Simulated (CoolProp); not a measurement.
Model: reference Helmholtz-energy equation of state, Akasaka 2019, in CoolProp.

Q: For R1234ze(Z), give the phase and the density (kg/m³), cv (kJ/(kg K)) at 322.2 K and 987 kPa; 361.5 K and 987 kPa.

A: 
- 322.2 K and 987 kPa: liquid; density 1160, cv 0.920
- 361.5 K and 987 kPa: gas; density 48.1, cv 0.955
